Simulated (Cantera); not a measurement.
Feed: 1 mol CF4, a varied amount of HCl, 0.092 mol H2, equilibrated at 2100 K and 1.33 mbar.

Points: n(HCl) (mol) = 0.31, 0.43, 0.59, 0.81, 1.1, 1.5, 2.1.

Cantera's Mixture.equilibrate('TP', solver="vcs", rtol=1e-11, max_steps=5000) on the NASA tables stopped like this:

```
3  CF 1.668e-03  HCL 1.194e-04  CLF 8.239e-05  CL2 2.958e-05  CCLF3 2.784e-05
   condensed (mol): none
T = 2100 K  P = 133.322 Pa  n(HCl) = 0.59 mol  gas = 3.008 mol
   x: HF 2.571e-01  F 2.262e-01  CF2 2.130e-01  CL 1.957e-01  CF4 1.008e-01  CF3 5.169e-03  CF 1.678e-03  HCL 1.831e-04  CLF 9.345e-05  CL2 4.527e-05  CCLF3 2.913e-05
   condensed (mol): C(gr) 0.03543
T = 2100 K  P = 133.322 Pa  n(HCl) = 0.81 mol  gas = 3.407 mol
   x: HF 2.915e-01  CL 2.372e-01  F 2.092e-01  CF2 1.822e-01  CF4 7.374e-02  CF3 4.090e-03  CF 1.552e-03  HCL 2.719e-04  CLF 1.048e-04  CL2 6.649e-05  CCLF3 2.793e-05
   condensed (mol): C(gr) 0.1086
ERROR: FAILURE its = 5001!

*******************************************************************************
CanteraError thrown by MultiPhase::equilibrate:
VCS solver failed. Return code: -1
*******************************************************************************
```

**Question.** What got this run through?

**Answer.** This is not unique; one that fits is The failure is numerical, not chemical. The same input converged with solver="gibbs", rtol=1e-10, max_steps=50000, and the result passed a check of the equilibrium conditions:
```
T = 2100 K  P = 133.322 Pa  n(HCl) = 0.31 mol  gas = 2.489 mol
   x: F 2.754e-01  CF2 2.312e-01  HF 1.984e-01  CF4 1.622e-01  CL 1.243e-01  CF3 6.832e-03  CF 1.496e-03  HCL 7.369e-05  CLF 7.227e-05  CCLF3 2.446e-05  CL2 1.827e-05
   condensed (mol): none
T = 2100 K  P = 133.322 Pa  n(HCl) = 0.43 mol  gas = 2.713 mol
   x: F 2.467e-01  CF2 2.309e-01  HF 2.262e-01  CL 1.582e-01  CF4 1.299e-01  CF3 6.112e-03  CF 1.668e-03  HCL 1.194e-04  CLF 8.239e-05  CL2 2.958e-05  CCLF3 2.784e-05
   condensed (mol): none
T = 2100 K  P = 133.322 Pa  n(HCl) = 0.59 mol  gas = 3.008 mol
   x: HF 2.571e-01  F 2.262e-01  CF2 2.130e-01  CL 1.957e-01  CF4 1.008e-01  CF3 5.169e-03  CF 1.678e-03  HCL 1.831e-04  CLF 9.345e-05  CL2 4.527e-05  CCLF3 2.913e-05
   condensed (mol): C(gr) 0.03543
T = 2100 K  P = 133.322 Pa  n(HCl) = 0.81 mol  gas = 3.407 mol
   x: HF 2.915e-01  CL 2.372e-01  F 2.092e-01  CF2 1.822e-01  CF4 7.374e-02  CF3 4.090e-03  CF 1.552e-03  HCL 2.719e-04  CLF 1.048e-04  CL2 6.649e-05  CCLF3 2.793e-05
   condensed (mol): C(gr) 0.1086
T = 2100 K  P = 133.322 Pa  n(HCl) = 1.1 mol  gas = 3.915 mol
   x: HF 3.276e-01  CL 2.803e-01  F 1.891e-01  CF2 1.488e-01  CF4 4.920e-02  CF3 3.019e-03  CF 1.403e-03  HCL 3.995e-04  CLF 1.118e-04  CL2 9.281e-05  CCLF3 2.436e-05
   condensed (mol): C(gr) 0.2073
T = 2100 K  P = 133.322 Pa  n(HCl) = 1.5 mol  gas = 4.586 mol
   x: HF 3.666e-01  CL 3.261e-01  F 1.638e-01  CF2 1.118e-01  CF4 2.774e-02  CF3 1.965e-03  CF 1.215e-03  HCL 6.002e-04  CL2 1.256e-04  CLF 1.128e-04  CCLF3 1.844e-05
   condensed (mol): C(gr) 0.3455
T = 2100 K  P = 133.322 Pa  n(HCl) = 2.1 mol  gas = 5.535 mol
   x: HF 4.116e-01  CL 3.779e-01  F 1.283e-01  CF2 6.854e-02  CF4 1.043e-02  HCL 9.975e-04  CF 9.517e-04  CF3 9.435e-04  CL2 1.688e-04  CLF 1.023e-04  H 1.414e-05  CCLF3 1.027e-05
   condensed (mol): C(gr) 0.5523
```

The gas is ideal and each condensed phase is pure. Gases not in the tables: C2F6 and larger saturated fluorocarbons.
